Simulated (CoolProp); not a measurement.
The numbers come from the reference Helmholtz-energy equation of state, Thol 2015 in CoolProp.

Problem. For octamethylcyclotetrasiloxane (D4), give the phase and the Z, cp (kJ/(kg K)), speed of sound (m/s), expansivity (1/kK) at 605.3 K and 1.31 MPa.

Solution. 
- 605.3 K and 1.31 MPa: gas; Z 0.596, cp 2.37, speed of sound 76.3, expansivity 10.5
